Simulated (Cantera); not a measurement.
A perfectly stirred reactor is fed with 22.9 % H₂, 16.1 % O₂, 60.7 % N₂, 0.321 % NO, at 750 Torr; it is adiabatic with a 725 K inlet, and is followed from long to short residence time, starting on the burning branch (τ in s: 0.28, 0.083, 0.025, 0.0075, 0.0023, 0.00068, 0.00021, 6.2e-05, 1.9e-05).

Cantera simulation using GRI-Mech 3.0 (53 species, 325 reactions); the numbers are that mechanism's predictions, not measurements. The mechanism lacks 2 NO + O2 → 2 NO2 and HONO, so NO2 and the effect of NO are under-described below about 1400 K.

One state of this run: T (K) = 1773; x H₂ = 0.0276; x O₂ = 0.0601; x NO = 0.00347; x O = 0.0152; x NO₂ = 6.05e-7; x H = 0.0306. x: mole fraction; the columns are a selection and need not sum to one.

### Question
Which value of τ (s) does it belong to?
(A) 0.0023
(B) 0.00068
(C) 0.083
(D) 6.2e-5

### Answer
D, 6.2e-5
